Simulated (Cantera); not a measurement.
Cantera run:

```python
import numpy as np
import cantera as ct

gas_names = """
    CL CL2 H HCL H2 Si SiCL SiCL2 SiCL3 SiCL4 SiH SiHCL3 SiH2 SiH2CL2 SiH3 SiH3CL SiH4 Si2 Si3
""".split()
cond_names = """
    Si(cr) Si(L)
""".split()


# ... load() reads the species with a 1 bar reference pressure and builds the phases ...
atoms = {
    'SiH4': {'Si': 1, 'H': 4},
    'HCl': {'H': 1, 'CL': 1},
    'H2': {'H': 2},
}
top_T = {}  # K; cautious upper limits of use, not melting points


# ... equilibrate(T, P, feed) seeds the gas with the atoms and calls Mixture.equilibrate('TP', solver="vcs", rtol=1e-11, max_steps=5000) ...
results = []
feed = {'SiH4': 1, 'HCl': 4.2, 'H2': 210}  # mol
P = 13332.2  # Pa
for T in [800, 875, 950, 1025, 1100, 1175, 1250, 1325]:
    mix = equilibrate(T, P, feed)
    results.append((T, P, feed, dict(zip(mix.species_names, mix.species_moles))))

top = {s: max(r[3][s] / sum(r[3][g] for g in gas_names) for r in results) for s in gas_names}
cols = sorted((s for s in top if top[s] > 1e-06), key=lambda s: -top[s])[:6]
seen = [c for c in cond_names if any(r[3].get(c, 0) > 1e-12 for r in results)]
print("log10 of partial pressures in bar; condensed amounts in mol")
print(f"{'T/K':>10s}" + "".join(f"{s[:9]:>10s}" for s in cols + seen))
for T, P, feed, n in results:
    ng = sum(n[g] for g in gas_names)
    print(f"{T:10.4g}" + "".join(f"{np.log10(max(n[s] / ng * P / 1e5, 1e-99)):10.3f}" for s in cols)
          + "".join(f"{n.get(c, 0):10.4g}" for c in seen))
```

Result:

```
log10 of partial pressures in bar; condensed amounts in mol
       T/K        H2       HCL     SiCL4    SiHCL3     SiCL2   SiH2CL2    Si(cr)
       800    -0.878    -3.512    -3.355    -3.764    -7.569    -5.267         0
       875    -0.878    -3.388    -3.454    -3.604    -6.231    -4.793         0
       950    -0.879    -3.191    -3.560    -3.587    -5.318    -4.607   0.07848
      1025    -0.880    -2.946    -3.715    -3.714    -4.761    -4.669    0.2921
      1100    -0.882    -2.775    -4.002    -3.941    -4.359    -4.800    0.5274
      1175    -0.883    -2.680    -4.473    -4.302    -4.120    -5.024    0.6993
      1250    -0.883    -2.645    -5.075    -4.762    -4.006    -5.315    0.7725
      1325    -0.883    -2.635    -5.697    -5.235    -3.950    -5.617    0.7904
```

Equilibrium computed with Cantera from the NASA thermochemical tables; the gas is ideal and each condensed phase is pure. The tables' values for SiCl3 are old estimates; treat these amounts as uncertain.
